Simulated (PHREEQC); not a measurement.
Solution (25 °C): 0.59 mol/kgw NiCl2, 0.0031 mol/kgw NaOH and 0.18 mol/kgw HCl. Closed to the air; pH follows from the charge balance.

Computed with PHREEQC (ion-association model, wateq4f.dat).

No solid was allowed to form.

Problem. Predict the pH, ionic strength, activity of water.

Solution. pH 0.88; ionic strength 1.08 mol/kgw; activity of water 0.973.

Problem. In which forms is Cl present?

Solution. Cl- 61 %, NiCl2 27 %, NiCl+ 12 % of the Cl.

Ionic strength above about 0.7 mol/kgw puts this run outside the model's range.
